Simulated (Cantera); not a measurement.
Cantera run, input and output.

```python
import numpy as np
import cantera as ct

gas = ct.Solution("gri30.yaml")
gas.TPX = 325, 100000, {'C3H8': 1, 'O2': 7.35, 'N2': 46.3}
inlet = ct.Reservoir(gas, clone=True)
gas.equilibrate("HP")  # start burning
reactor = ct.IdealGasConstPressureReactor(gas, energy="on", clone=False)
exhaust = ct.Reservoir(gas, clone=True)
tau = [0.055, 0.022, 0.0084, 0.0033, 0.0013, 0.0005, 0.00019, 7.5e-05, 2.9e-05, 1.1e-05][0]
for a, b in ((inlet, reactor), (reactor, exhaust)):
    ct.MassFlowController(a, b, mdot=lambda t: reactor.mass / tau)
net = ct.ReactorNet([reactor])
show = ['C3H8', 'O2', 'CH2O', 'OH', 'HCN', 'CH3', 'CH2CO']

rows = []
print(f"{'tau/s':>10s}{'T/K':>9s}" + "".join(f"{s:>11s}" for s in show))
for tau in [0.055, 0.022, 0.0084, 0.0033, 0.0013, 0.0005, 0.00019, 7.5e-05, 2.9e-05, 1.1e-05]:
    net.initial_time = 0.0
    net.advance(30 * tau)
    before = gas.X
    net.advance(40 * tau)
    drift = np.max(np.abs(gas.X - before) / (gas.X + 1e-9))
    rows.append([gas.T, *gas[show].X, drift])
    print(f"{tau:10.3e}{gas.T:9.1f}" + "".join(f"{x:11.3e}" for x in gas[show].X))
```

Output:

```
     tau/s      T/K       C3H8         O2       CH2O         OH        HCN        CH3      CH2CO
 5.500e-02   1408.0  5.960e-06  4.268e-02  3.010e-06  4.105e-04  3.231e-09  2.609e-06  7.895e-06
 2.200e-02   1398.6  1.050e-05  4.313e-02  5.760e-06  5.221e-04  5.358e-09  4.505e-06  1.307e-05
 8.400e-03   1380.0  1.982e-05  4.412e-02  1.172e-05  6.378e-04  1.106e-08  8.309e-06  2.184e-05
 3.300e-03   1342.3  4.318e-05  4.639e-02  2.623e-05  6.755e-04  2.370e-08  1.731e-05  3.859e-05
 1.300e-03    325.0  1.830e-02  1.345e-01  1.404e-17  2.629e-28  8.652e-22  3.372e-23  6.303e-18
 5.000e-04    325.0  1.830e-02  1.345e-01  6.117e-21 -4.541e-36  3.768e-25  1.469e-26  2.745e-21
 1.900e-04    325.0  1.830e-02  1.345e-01  3.864e-22 -8.842e-36  2.380e-26  9.277e-28  1.734e-22
 7.500e-05    325.0  1.830e-02  1.345e-01  2.441e-23  5.836e-35  1.504e-27  5.860e-29  1.095e-23
 2.900e-05    325.0  1.830e-02  1.345e-01  1.542e-24  2.323e-37  9.497e-29  3.702e-30  6.918e-25
 1.100e-05    325.0  1.830e-02  1.345e-01  9.738e-26  3.429e-38  5.999e-30  2.338e-31  4.370e-26
```

Cantera simulation using GRI-Mech 3.0 (53 species, 325 reactions); the numbers are that mechanism's predictions, not measurements. GRI-Mech 3.0 was tuned for natural gas; its chemistry of propane as a main component is partial and can be far from experiment.
